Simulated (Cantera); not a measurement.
A freely propagating, adiabatic, planar premixed flame of 5.13 % CH₄, 0.277 % C₂H₆, 2.36 % C₃H₈, 23.0 % O₂, 69.2 % N₂, unburnt at 625 K and 1.01 bar; mixture-averaged transport, grid criteria slope 0.08 and curve 0.16, no radiation.

Cantera simulation using GRI-Mech 3.0 (53 species, 325 reactions); the numbers are that mechanism's predictions, not measurements. GRI-Mech 3.0 was tuned for natural gas; its chemistry of propane as a main component is partial and can be far from experiment. Burning velocities carry a grid error of a few per cent, more on coarse grids.

x: mole fraction of selected species; z is measured from the peak of heat release.

```json
[
 {"z (mm)": "-0.695", "T (K)": "625", "u (m/s)": "2.07", "x CH₄": "0.0512", "x C₂H₆": "0.00277", "x C₃H₈": "0.0236", "x HCO": "<1e-8", "x H₂O": "2.15e-5", "x NO₂": "<1e-8"},
 {"z (mm)": "-0.463", "T (K)": "626", "u (m/s)": "2.08", "x CH₄": "0.0511", "x C₂H₆": "0.00276", "x C₃H₈": "0.0235", "x HCO": "<1e-8", "x H₂O": "0.000227", "x NO₂": "<1e-8"},
 {"z (mm)": "-0.347", "T (K)": "630", "u (m/s)": "2.10", "x CH₄": "0.0508", "x C₂H₆": "0.00276", "x C₃H₈": "0.0235", "x HCO": "<1e-8", "x H₂O": "___", "x NO₂": "<1e-8"},
 {"z (mm)": "-0.232", "T (K)": "667", "u (m/s)": "2.23", "x CH₄": "0.0493", "x C₂H₆": "0.00276", "x C₃H₈": "0.0231", "x HCO": "<1e-8", "x H₂O": "0.00617", "x NO₂": "1.76e-8"},
 {"z (mm)": "-0.116", "T (K)": "1006", "u (m/s)": "3.46", "x CH₄": "0.0391", "x C₂H₆": "0.00318", "x C₃H₈": "0.0171", "x HCO": "1.96e-6", "x H₂O": "0.0426", "x NO₂": "3.91e-8"},
 {"z (mm)": "-0.0579", "T (K)": "1440", "u (m/s)": "5.10", "x CH₄": "0.0244", "x C₂H₆": "0.00209", "x C₃H₈": "0.00547", "x HCO": "5.04e-5", "x H₂O": "0.0857", "x NO₂": "2.56e-8"},
 {"z (mm)": "0", "T (K)": "1860", "u (m/s)": "6.71", "x CH₄": "0.00775", "x C₂H₆": "0.000197", "x C₃H₈": "0.000172", "x HCO": "0.000145", "x H₂O": "0.129", "x NO₂": "<1e-8"},
 {"z (mm)": "0.0579", "T (K)": "2056", "u (m/s)": "7.45", "x CH₄": "0.00100", "x C₂H₆": "1.74e-6", "x C₃H₈": "2.70e-7", "x HCO": "6.31e-5", "x H₂O": "0.151", "x NO₂": "<1e-8"},
 {"z (mm)": "0.116", "T (K)": "2110", "u (m/s)": "7.63", "x CH₄": "6.96e-5", "x C₂H₆": "<1e-8", "x C₃H₈": "<1e-8", "x HCO": "7.44e-6", "x H₂O": "0.157", "x NO₂": "<1e-8"},
 {"z (mm)": "0.232", "T (K)": "2155", "u (m/s)": "7.75", "x CH₄": "2.91e-7", "x C₂H₆": "<1e-8", "x C₃H₈": "<1e-8", "x HCO": "1.52e-7", "x H₂O": "0.158", "x NO₂": "<1e-8"},
 {"z (mm)": "0.463", "T (K)": "2213", "u (m/s)": "7.91", "x CH₄": "<1e-8", "x C₂H₆": "<1e-8", "x C₃H₈": "<1e-8", "x HCO": "8.67e-8", "x H₂O": "0.159", "x NO₂": "<1e-8"},
 {"z (mm)": "0.927", "T (K)": "2291", "u (m/s)": "8.14", "x CH₄": "<1e-8", "x C₂H₆": "<1e-8", "x C₃H₈": "<1e-8", "x HCO": "5.98e-8", "x H₂O": "0.163", "x NO₂": "1.01e-8"},
 {"z (mm)": "1.85", "T (K)": "2381", "u (m/s)": "8.41", "x CH₄": "<1e-8", "x C₂H₆": "<1e-8", "x C₃H₈": "<1e-8", "x HCO": "___", "x H₂O": "0.169", "x NO₂": "___"}
]
```

Problem. Complete the blanks.

Solution. 
- -0.347, x H₂O: 0.000987
- 1.85, x HCO: 3.66e-8
- 1.85, x NO₂: 2.08e-8
